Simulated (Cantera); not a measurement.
Charge: 1 mol CH3SiH3, 0.071 mol HCl, 26 mol H2, at 1775 K and 1.00 Torr.

Method: chemical equilibrium by Gibbs-energy minimisation in Cantera with the NASA 1993 tables (ideal gas, pure condensed phases). Candidate condensed phases: C, C6H6, C7H8, C8H18, Si, SiC; 109 gas species. The feed counts by its element totals alone. Equilibrium is a limit: real reactors are often held back by kinetics, nucleation or transport.

Base state: H2 0.990, H 0.00789, HCl 0.00242, Si 6.88e-5, C2H2 (acetylene) 3.71e-5, Cl 1.48e-5 (mole fractions); condensed: SiC(s).

Problem. What changes in the equilibrium state with this change: HCl from 0.071 to 4 mol?

Solution. 
```csv
species,before,after
H2,0.990,0.873
HCl,0.00242,0.118
H,0.00789,0.00741
SiCl2,7.90e-7,0.00109
Cl,1.48e-5,0.000768
SiCl,6.14e-7,1.63e-5
C2H2 (acetylene),3.71e-5,0.000124
Si,6.88e-5,3.53e-5
"SiC(s), mol",0.998,0.962
"C(graphite), mol",0,0.0298
```
The tables' values for SiCl are old estimates; treat these amounts as uncertain.
